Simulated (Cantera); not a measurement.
A perfectly stirred reactor is fed with 49.0 % H2, 32.7 % O2, 18.3 % N2, at 0.350 bar; it is held at 1100 K, and followed from long to short residence time.

Model: GRI-Mech 3.0 (53 species, 325 reactions), integrated in Cantera. The temperature is held fixed by assumption; the heat of reaction is taken as removed at once.

**Question.** Predict: x(H2) at τ = 0.900 s; x(O2) at τ = 0.900 s; x(H2O2) at τ = 0.900 s; x(O) at τ = 0.900 s; x(N2O) at τ = 0.900 s; x(H2) at τ = 13.0 ms; x(O2) at τ = 13.0 ms; x(H2O2) at τ = 13.0 ms; x(O) at τ = 13.0 ms; x(N2O) at τ = 13.0 ms.

**Answer.** 
| Item | Value |
|---|---|
| x(H2) at τ = 0.900 s | 0.00342 |
| x(O2) at τ = 0.900 s | 0.110 |
| x(H2O2) at τ = 0.900 s | 1.39e-5 |
| x(O) at τ = 0.900 s | 9.46e-6 |
| x(N2O) at τ = 0.900 s | 9.42e-8 |
| x(H2) at τ = 13.0 ms | 0.0184 |
| x(O2) at τ = 13.0 ms | 0.116 |
| x(H2O2) at τ = 13.0 ms | 1.26e-5 |
| x(O) at τ = 13.0 ms | 0.000267 |
| x(N2O) at τ = 13.0 ms | 4.27e-8 |
